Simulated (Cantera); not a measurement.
## Transport properties of process gases

Gas mixture: 100 % N₂O, at 2300 Pa, frozen composition.

Cantera's kinetic-theory transport with the Lennard-Jones parameters of GRI-Mech 3.0, ideal gas; thermal conductivity in the mixture-averaged form. The composition is frozen, though it would react at the higher temperatures.

```csv
T (K),ρ (kg/m³),cp (J/kg/K),μ (µPa s),λ (mW/m/K),Pr,D (cm²/s) OH,D (cm²/s) O,D (cm²/s) CO₂
400,0.0304,970.3,19.5,25.5,0.741,18.1,18.5,8.46
600,0.0203,1101,27.3,40.7,0.739,36.7,37.5,17.8
800,0.0152,1192,34.0,54.9,0.739,59.9,61.3,29.7
1000,0.0122,1255,40.0,68.0,0.739,87.3,89.2,43.8
1200,0.0101,1294,45.5,80.1,0.735,118,121,59.9
1400,0.00870,1327,50.5,91.4,0.733,153,157,77.8
1600,0.00761,1353,55.2,102,0.732,191,196,97.5
1800,0.00676,1375,59.7,112,0.732,233,238,119
```
D: mixture-averaged diffusion coefficient of that species in the mixture.
